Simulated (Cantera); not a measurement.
An adiabatic, constant-volume homogeneous reactor starts with CO : H₂ : O₂ : N₂ = 1 : 0.091 : 0.925 : 3.48 (molar parts), at 1700 K and 5.00 bar. Integrator tolerance rtol = 1e-08.

Model: GRI-Mech 3.0 (53 species, 325 reactions), integrated in Cantera. The hydrogen kinetics of GRI-Mech 3.0 are dated; newer H2 mechanisms differ, most at raised pressure.

What does this change do: H2 0.091 to 0.26 parts?


| quantity | before | after |
|---|---|---|
| time of steepest temperature rise | 8.50 µs | 3.01 µs |
| temperature at 0.700 s | 2920 K | 2973 K |
| equilibrium temperature | 2920 K | 2973 K |
| x(CO) at 0.700 s | 0.0464 (gas-phase equilibrium 0.0464) | 0.0559 (gas-phase equilibrium 0.0559) |
| x(H₂) at 0.700 s | 0.000558 (gas-phase equilibrium 0.000558) | 0.00221 (gas-phase equilibrium 0.00221) |
| x(O₂) at 0.700 s | 0.0796 (gas-phase equilibrium 0.0796) | 0.0659 (gas-phase equilibrium 0.0659) |
| x(NO) at 0.700 s | 0.0246 (gas-phase equilibrium 0.0246) | 0.0236 (gas-phase equilibrium 0.0236) |
| x(NO₂) at 0.700 s | 2.62e-5 (gas-phase equilibrium 2.62e-5) | 2.22e-5 (gas-phase equilibrium 2.22e-5) |
| x(HO₂) at 0.700 s | 1.07e-5 (gas-phase equilibrium 1.07e-5) | 1.78e-5 (gas-phase equilibrium 1.78e-5) |

What does this change do: pressure from 5.00 bar to 1.00 bar?


```tsv
quantity	before	after
time of steepest temperature rise	8.50 µs	44.1 µs
temperature at 0.700 s	2920 K	2796 K
equilibrium temperature	2920 K	2796 K
x(CO) at 0.700 s	0.0464 (gas-phase equilibrium 0.0464)	0.0571 (gas-phase equilibrium 0.0571)
x(H₂) at 0.700 s	0.000558 (gas-phase equilibrium 0.000558)	0.000718 (gas-phase equilibrium 0.000718)
x(O₂) at 0.700 s	0.0796 (gas-phase equilibrium 0.0796)	0.0840 (gas-phase equilibrium 0.0840)
x(NO) at 0.700 s	0.0246 (gas-phase equilibrium 0.0246)	0.0213 (gas-phase equilibrium 0.0213)
x(NO₂) at 0.700 s	2.62e-5 (gas-phase equilibrium 2.62e-5)	1.13e-5 (gas-phase equilibrium 1.13e-5)
x(HO₂) at 0.700 s	1.07e-5 (gas-phase equilibrium 1.07e-5)	5.52e-6 (gas-phase equilibrium 5.52e-6)
```
